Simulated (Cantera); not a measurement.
# Catalytic combustion on Pt

An isothermal plug-flow reactor at 1000 K and 360 Torr (inlet), inlet velocity 0.48 m/s, active area per volume 480 1/m; feed 3.60 % H₂, 1.56 % O₂, 94.8 % N₂.

Model: Deutschmann's 1995 Pt surface mechanism with GRI-Mech 3.0 gas chemistry, integrated in Cantera. Catalytic surfaces can have several steady states; this one follows from the mechanism file's or the stated starting coverage. Mass transfer to the wall is taken as infinitely fast.

```tsv
z (m)	x H₂	x O₂	x H₂O	θ free Pt	θ H*
3.7e-05	0.0275	0.0114	0.00865	0.992	0.00770
8e-05	0.0205	0.00781	0.0158	0.993	0.00670
0.00017	0.0119	0.00354	0.0245	0.995	0.00525
0.00037	0.00608	0.000600	0.0305	0.996	0.00394
0.0008	0.00490	1.30e-5	0.0317	0.996	0.00362
0.0017	0.00488	4.23e-9	0.0317	0.996	0.00361
0.0037	0.00488	<1e-12	0.0317	0.996	0.00361
```
x: gas mole fraction; θ: surface coverage.
